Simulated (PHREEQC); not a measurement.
Solution (20 °C): 47 mmol/kgw H2SO4, 0.97 mmol/kgw LiCl and 23 mmol/kgw MnSO4. Closed to the air; pH follows from the charge balance.

The numbers come from PHREEQC with the Pitzer model, pitzer.dat.

Precipitation was switched off in this run.

**Question.** Predict the pH.

**Answer.** pH 1.36.

**Question.** In which forms is S present?

**Answer.** HSO4- 52 %, SO4-2 48 % of the S.

Species that the database lacks are ignored.
